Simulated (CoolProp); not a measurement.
Properties of acetone along the isotherm 268.85 °C (Tc = 235.0 °C, pc = 4.692 MPa, ω = 0.307).

Model: reference Helmholtz-energy equation of state, Lemmon 2006, in CoolProp. It is a short technical equation, of lower accuracy than the large ones.

```csv
p (MPa),phase,cp (kJ/(kg K)),cv (kJ/(kg K))
0.293,gas,1.998,1.840
0.587,gas,2.026,1.852
0.88,gas,2.057,1.864
1.17,gas,2.091,1.877
1.47,gas,2.129,1.891
1.76,gas,2.170,1.904
2.05,gas,2.216,1.919
2.35,gas,2.268,1.935
```
